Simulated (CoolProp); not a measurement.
Vapour-liquid equilibrium of ethanol (1) + cyclohexane (2) at 444.5 K; x and y are mole fractions of (1).

Computed with CoolProp (multi-fluid Helmholtz-energy mixture model, Schroeder 2014 and Zhou 2014; pair parameters Bell 2016).

Give the bubble pressure and the first vapour's composition at x = 0.575, 0.8, 0.95. Is there an azeotrope?

x = 0.575: 1691 kPa, y = 0.650; x = 0.8: 1725 kPa, y = 0.789; x = 0.95: 1672 kPa, y = 0.936. y crosses x between x = 0.725 and 0.8: the model has an azeotrope there.

The pair parameters rest on a limited set of measurements; away from them the model extrapolates.
